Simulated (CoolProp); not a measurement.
Vapour-liquid equilibrium of R125 (1) + dimethyl ether (2) at 0.0255 MPa; x and y are mole fractions of (1).

Values from CoolProp's multi-fluid Helmholtz-energy mixture model, Lemmon 2005 and Wu 2011; pair parameters Bell 2016.

```csv
x,"bubble temperature, mixture model (°C)","bubble temperature, Raoult's law (°C)","y, mixture model","y, Raoult's law"
0.05,-52.9,-54.3,0.078,0.145
0.2,-54.8,-58.9,0.315,0.454
0.35,-57.4,-62.5,0.548,0.647
0.5,-60.8,-65.5,0.747,0.776
0.65,-64.7,-68.0,0.886,0.867
0.8,-68.6,-70.2,0.963,0.935
0.95,-71.8,-72.0,0.995,0.986
```

The largest gap from Raoult's law is +5.1 K in bubble temperature, at x = 0.35. No azeotrope shows between x = 0.05 and 0.95.

Pair parameters are fitted to limited data, so mixtures are less certain than the pure fluids.
